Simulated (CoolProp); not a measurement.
The fluid at 298.15 K and 1.74 MPa is compressed adiabatically to 8.89 MPa with isentropic efficiency 0.7. The same conditions are run with several fluids, on thermodynamics alone (safety and materials aside).

Model: reference Helmholtz-energy equation of state of each fluid (nitrogen: Span 2000; ethylene: Smukala 2000; oxygen: Schmidt 1985), in CoolProp.

**Question.** Rank nitrogen, ethylene, oxygen by work (kJ/kg), highest first.

**Answer.** nitrogen (267), oxygen (230), ethylene (211)

| fluid | final temperature (K) | final density (kg/m³) |
|---|---|---|
| nitrogen | 550.3 | 52.3 |
| ethylene | 439.8 | 77.5 |
| oxygen | 540.5 | 61.9 |

Above 300 K oxygen's equation is extrapolated.
